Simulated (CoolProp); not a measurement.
Vapour-liquid equilibrium of o-xylene (1) + n-decane (2) at 474.8 K; x and y are mole fractions of (1).

Model: multi-fluid Helmholtz-energy mixture model, Zhou 2012 and Lemmon 2006; pair parameters Bell 2016, in CoolProp.

Problem. Give the bubble pressure and the first vapour's composition at x = 0.05, 0.45, 0.95. Is there an azeotrope?

Solution. x = 0.05: 202.7 kPa, y = 0.085; x = 0.45: 272.7 kPa, y = 0.593; x = 0.95: 365.1 kPa, y = 0.971. No azeotrope shows between x = 0.05 and 0.95.

The pair parameters rest on a limited set of measurements; away from them the model extrapolates.
